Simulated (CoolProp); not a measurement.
Ethylene at several states: density (kg/m³) from the reference equation and from simpler models built on Tc = 9.2 °C, pc = 5.042 MPa, ω = 0.087; each cubic takes its own stable root.

Computed with CoolProp (reference Helmholtz-energy equation of state, Smukala 2000).

```json
[
 {"T (°C)": "-153.85", "p (MPa)": "0.095", "phase": "liquid", "reference": "635.1"},
 {"T (°C)": "129.35", "p (MPa)": "0.185", "phase": "gas", "reference": "1.557"},
 {"T (°C)": "51.15", "p (MPa)": "0.397", "phase": "gas", "reference": "4.203"},
 {"T (°C)": "43.65", "p (MPa)": "6.69", "phase": "supercritical", "reference": "117.8"},
 {"T (°C)": "-131.15", "p (MPa)": "0.244", "phase": "liquid", "reference": "605.5"}
]
```

**Question.** How far does each simpler model (Soave-Redlich-Kwong, Peng-Robinson) lie from the reference over these 5 states: mean and median of the absolute difference, and the worst?

**Answer.** 
- Soave-Redlich-Kwong: mean 2.0 %, median 2.1 %, worst -4.1 % at -153.85 °C and 0.095 MPa
- Peng-Robinson: mean 4.0 %, median 3.2 %, worst +8.6 % at -131.15 °C and 0.244 MPa
